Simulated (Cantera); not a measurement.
A closed system holds: 1 mol SiC, 0.35 mol N₂O, 170 mol H₂, at 1330 Pa.

These are equilibrium values from Cantera (NASA tables, ideal gas, pure condensed phases), not measurements of a reactor. Candidate condensed phases: C, C₆H₆, C₇H₈, C₈H₁₈, H₂O, Si, SiC, SiO₂, Si₂N₂O, Si₃N₄; 151 gas species. Mutual solubility and eutectic melting of coexisting phases are not modelled. Equilibrium is a limit: real reactors are often held back by kinetics, nucleation or transport.

x: gas mole fraction; n: condensed amount in mol.

| T (K) | x H₂ | x N₂ | x CO | x CH₄ | x H | n C(graphite) | n SiC(s) | n Si₂N₂O(s) |
|---|---|---|---|---|---|---|---|---|
| 1175 | 1.000 | 7.07e-5 | 7.09e-5 | 0.000255 | [?] | 0.620 | 0.324 | 0.338 |
| 1200 | 0.999 | 0.000146 | 0.000146 | 0.000210 | [?] | 0.589 | 0.350 | 0.325 |
| 1225 | 0.999 | 0.000292 | 0.000293 | 0.000175 | [?] | 0.521 | 0.400 | 0.300 |
| 1250 | 0.999 | 0.000568 | 0.000569 | 0.000146 | [?] | 0.384 | 0.494 | 0.253 |
| 1275 | 0.998 | 0.00108 | 0.00108 | 0.000123 | [?] | 0.127 | 0.667 | 0.166 |
| 1300 | 0.997 | 0.00134 | 0.00134 | 8.01e-5 | [?] | 0 | 0.757 | 0.121 |
| 1325 | 0.997 | 0.00135 | 0.00135 | 4.64e-5 | [?] | 0 | 0.761 | 0.119 |
| 1350 | 0.997 | 0.00136 | 0.00135 | 2.74e-5 | [?] | 0 | 0.764 | 0.117 |

Task: Some entries are withheld; supply them.

Result: 
- 1175, x H: 1.06e-6
- 1200, x H: 1.71e-6
- 1225, x H: 2.70e-6
- 1250, x H: 4.18e-6
- 1275, x H: 6.38e-6
- 1300, x H: 9.57e-6
- 1325, x H: 1.41e-5
- 1350, x H: 2.06e-5
